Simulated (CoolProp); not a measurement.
A Linde-Hampson liquefier for methane: isothermal reversible compression at 230 K from 1 atm to 25 MPa, throttling to 1 atm, return gas leaving the recuperator 5 K below the feed. Each further row changes one setting.

Model: reference Helmholtz-energy equation of state, Setzmann 1991, in CoolProp.

```json
[
 {"case": "as stated", "liquid yield per pass": "(withheld)", "compression work (kJ/kg of gas)": "559"},
 {"case": "high pressure 50 MPa", "liquid yield per pass": "(withheld)", "compression work (kJ/kg of gas)": "(withheld)"},
 {"case": "warm-end temperature 260 K", "liquid yield per pass": "(withheld)", "compression work (kJ/kg of gas)": "(withheld)"},
 {"case": "warm-end gap 10 K", "liquid yield per pass": "(withheld)", "compression work (kJ/kg of gas)": "559"}
]
```

Q: Some entries are withheld; supply them.

A: 
- as stated, liquid yield per pass: 0.399
- high pressure 50 MPa, liquid yield per pass: 0.389
- high pressure 50 MPa, compression work (kJ/kg of gas): 639
- warm-end temperature 260 K, liquid yield per pass: 0.306
- warm-end temperature 260 K, compression work (kJ/kg of gas): 670
- warm-end gap 10 K, liquid yield per pass: 0.391
